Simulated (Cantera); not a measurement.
Source: NASA polynomial tables (part measured, part estimated), evaluated in Cantera. Values are per mole of reaction as written; species without (g) are pure solids or liquids, kept so even where they would boil at 1 bar.

### Question
Between 1700 and 2000 K, where is each reaction favourable under standard conditions?
- 4 Cl(g) + 2 Li₂O ⇌ O₂(g) + 4 LiCl
- Li₂O + 2 Cl(g) ⇌ 2 LiCl(g) + O(g)

### Answer
- 4 Cl(g) + 2 Li₂O ⇌ O₂(g) + 4 LiCl: ΔG° is -524 kJ at 1700 K and -460 kJ at 2000 K; it stays negative (K > 1). ΔH° is -949 kJ and ΔS° -244 J/K at 2000 K.
- Li₂O + 2 Cl(g) ⇌ 2 LiCl(g) + O(g): ΔG° is -120 kJ at 1700 K and -165 kJ at 2000 K; it stays negative (K > 1). ΔH° is 95 kJ and ΔS° 130 J/K at 2000 K.
